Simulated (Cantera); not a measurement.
Cantera run, input and output.

```python
import numpy as np
import cantera as ct

gas = ct.Solution("gri30.yaml")


def delay(T, t_max=10):
    gas.TPX = T, 1700000, {'C3H8': 1, 'O2': 3.57, 'N2': 13.4, 'CO2': 0.49}
    reactor = ct.IdealGasReactor(gas, clone=False)
    net = ct.ReactorNet([reactor])
    net.rtol, net.atol = 1e-8, 1e-16
    while net.time < t_max:
        t_old, T_old = net.time, reactor.T
        net.step()
        if reactor.T > T + 400:  # ignition: a rise of 400 K
            return t_old + (T + 400 - T_old) / (reactor.T - T_old) * (net.time - t_old)
    return np.nan


taus = []
for T in [1275, 1325, 1375, 1425, 1475, 1525, 1575, 1625]:
    taus.append(delay(T))
    print(f"T0 = {T:6g} K   tau = {taus[-1]:.4e} s")
```

Result:

```
T0 =   1275 K   tau = 3.1783e-04 s
T0 =   1325 K   tau = 1.4236e-04 s
T0 =   1375 K   tau = 6.7435e-05 s
T0 =   1425 K   tau = 3.4024e-05 s
T0 =   1475 K   tau = 1.8334e-05 s
T0 =   1525 K   tau = 1.0538e-05 s
T0 =   1575 K   tau = 6.4383e-06 s
T0 =   1625 K   tau = 4.1598e-06 s
```

Detailed kinetics in Cantera: GRI-Mech 3.0 (53 species, 325 reactions). GRI-Mech 3.0 was tuned for natural gas; its chemistry of propane as a main component is partial and can be far from experiment. The pressure lies above the range GRI-Mech 3.0 was tuned for (to about 10 atm).
